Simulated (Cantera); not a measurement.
A Cantera script and its output.

```python
import numpy as np
import cantera as ct

gas = ct.Solution("h2o2.yaml")
gas.TPX = 650, 97000, {'H2': 1, 'O2': 0.455, 'N2': 1.71}
flame = ct.FreeFlame(gas, width=0.041)
flame.set_refine_criteria(ratio=3, slope=0.08, curve=0.16)
flame.transport_model = "mixture-averaged"
flame.solve(loglevel=0, auto=True)
z, T = flame.grid, flame.T
thick = (T[-1] - T[0]) / np.gradient(T, z).max()
show = ['H2', 'O2', 'H2O', 'H', 'O', 'OH']
print(f"laminar burning velocity  {flame.velocity[0] * 100:.3f} cm/s")
print(f"burnt temperature         {T[-1]:.1f} K")
print(f"thermal thickness         {thick * 1e3:.4f} mm")
print(f"grid points               {len(z)}")
z0 = z[flame.heat_release_rate.argmax()]
print(f"{'z/mm':>9s}{'T/K':>9s}{'u/(m/s)':>9s}" + "".join(f"{s:>11s}" for s in show))
rows = []
for k in (-3, -2, -1.5, -1, -0.5, -0.25, 0, 0.25, 0.5, 1, 2, 4, 8):
    zz = z0 + k * thick
    rows.append([k * thick, np.interp(zz, z, T), np.interp(zz, z, flame.velocity),
                 *(np.interp(zz, z, flame.X[gas.species_index(s)]) for s in show)])
    print(f"{rows[-1][0] * 1e3:9.3f}{rows[-1][1]:9.1f}{rows[-1][2]:9.3f}" + "".join(f"{x:11.3e}" for x in rows[-1][3:]))
```

It prints:

```
laminar burning velocity  912.860 cm/s
burnt temperature         2573.3 K
thermal thickness         0.5078 mm
grid points               131
     z/mm      T/K  u/(m/s)         H2         O2        H2O          H          O         OH
   -1.523    650.0    9.129  3.160e-01  1.438e-01  5.501e-14  4.516e-16  5.609e-17  3.109e-18
   -1.016    650.0    9.129  3.160e-01  1.438e-01  3.876e-12  8.286e-13  5.690e-14  3.550e-15
   -0.762    650.0    9.129  3.160e-01  1.438e-01  3.202e-10  1.968e-10  8.872e-12  6.298e-13
   -0.508    650.0    9.129  3.159e-01  1.438e-01  6.280e-08  7.612e-08  2.116e-09  2.648e-10
   -0.254    660.7    9.254  3.135e-01  1.438e-01  5.193e-04  2.031e-04  8.247e-06  4.108e-05
   -0.127    833.9   11.462  2.843e-01  1.393e-01  1.591e-02  7.120e-03  3.828e-04  7.323e-04
    0.000   1278.3   16.972  1.652e-01  9.427e-02  1.113e-01  4.809e-02  6.829e-03  4.573e-03
    0.127   1591.6   20.833  7.495e-02  3.699e-02  2.122e-01  7.219e-02  1.308e-02  1.156e-02
    0.254   1736.2   22.544  6.182e-02  2.477e-02  2.342e-01  6.685e-02  1.328e-02  1.490e-02
    0.508   1892.2   24.310  6.124e-02  2.051e-02  2.449e-01  5.388e-02  1.162e-02  1.742e-02
    1.016   2057.8   26.119  6.028e-02  1.689e-02  2.568e-01  4.020e-02  9.156e-03  1.896e-02
    2.031   2219.4   27.819  5.719e-02  1.317e-02  2.707e-01  2.807e-02  6.520e-03  1.907e-02
    4.063   2363.7   29.287  5.248e-02  9.624e-03  2.853e-01  1.849e-02  4.198e-03  1.763e-02
```

Cantera simulation using the H2/O2 subset of GRI-Mech 3.0, which has no nitrogen chemistry; the numbers are that mechanism's predictions, not measurements. Burning velocities carry a grid error of a few per cent, more on coarse grids.
